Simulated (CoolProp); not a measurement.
A closed Brayton cycle with carbon dioxide: compressor inlet 327.15 K and 7.6 MPa, high pressure 21.7 MPa, turbine inlet 835 K, compressor efficiency 0.89, turbine efficiency 0.93, recuperator effectiveness 0.9 (on enthalpy, no pinch check). Each further row changes one setting.

Computed with CoolProp (reference Helmholtz-energy equation of state, Span 1996).

| case | thermal efficiency (%) | net work (kJ/kg) | compressor to turbine work | compressor exit (K) | turbine exit (K) |
|---|---|---|---|---|---|
| as stated | 35.3 | 86.8 | 0.39 | 418.8 | 705.6 |
| turbine inlet 785 K | 33.4 | 77.1 | 0.42 | 418.8 | 660.4 |
| compressor inlet 337.15 K | 34.3 | 81.3 | 0.43 | 433.2 | 705.6 |
| high pressure 18.4 MPa | 34.4 | 76.3 | 0.38 | 403.9 | 725.3 |
| recuperator effectiveness 0.5 | 23.0 | 86.8 | 0.39 | 418.8 | 705.6 |
